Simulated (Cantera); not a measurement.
## Premixed flame

A freely propagating, adiabatic, planar premixed flame of 7.75 % CH4, 19.4 % O2, 72.9 % N2, unburnt at 348 K and 82.5 Torr; mixture-averaged transport, grid criteria slope 0.08 and curve 0.16, no radiation.

Cantera simulation using GRI-Mech 3.0 (53 species, 325 reactions); the numbers are that mechanism's predictions, not measurements. Burning velocities carry a grid error of a few per cent, more on coarse grids.

```tsv
z (mm)	T (K)	u (m/s)	x CH4	x O2	x NO	x CH2O	x C2H6	x CH2
-8.96	348	0.659	0.0775	0.194	<1e-8	<1e-8	<1e-8	<1e-8
-5.97	348	0.660	0.0774	0.194	<1e-8	7.26e-8	2.04e-8	<1e-8
-4.48	350	0.665	0.0772	0.193	<1e-8	8.86e-7	3.18e-7	<1e-8
-2.99	382	0.727	0.0754	0.191	1.11e-8	1.87e-5	1.38e-5	<1e-8
-1.49	727	1.40	0.0568	0.167	2.51e-7	0.000213	0.000377	2.51e-7
-0.747	1111	2.17	0.0325	0.131	6.69e-7	0.000592	0.000478	5.97e-6
0	1471	2.89	0.00861	0.0890	1.44e-6	0.000571	4.76e-5	2.34e-5
0.747	1611	3.16	0.000837	0.0643	2.34e-6	0.000102	2.76e-7	5.09e-6
1.49	1643	3.22	4.77e-5	0.0553	2.96e-6	6.54e-6	<1e-8	3.22e-7
2.99	1672	3.26	1.76e-7	0.0501	3.73e-6	2.54e-8	<1e-8	<1e-8
5.97	1710	3.32	<1e-8	0.0475	4.93e-6	<1e-8	<1e-8	<1e-8
11.9	1760	3.41	<1e-8	0.0460	6.94e-6	<1e-8	<1e-8	<1e-8
23.9	1823	3.51	<1e-8	0.0444	1.02e-5	<1e-8	<1e-8	<1e-8
```
x: mole fraction of selected species; z is measured from the peak of heat release.

```yaml
laminar_burning_velocity: 65.9 cm/s
thermal_thickness: 2.99 mm
peak x(CH2O): 0.000711
peak x(C2H6): 0.000547
peak x(CH2): 2.36e-5
grid_points: 153
```
